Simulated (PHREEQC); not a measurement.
Hard or scaling water

Solution (20 °C): 0.00032 mol/kgw CaSO4, 0.012 mol/kgw Na2SO4 and 5.4e-06 mol/kgw H4SiO4. It is in equilibrium with CO2 at log p = -3.4 (atm). Otherwise closed; pH follows from the charge balance.

All values are PHREEQC results (Pitzer model, pitzer.dat), not measurements.

No solid was allowed to form.

Task: Predict the pH.

Result: pH 5.70.

Task: In which forms is C present?

Result: CO2 81 %, HCO3- 19 % of the C.

Species that the database lacks are ignored.
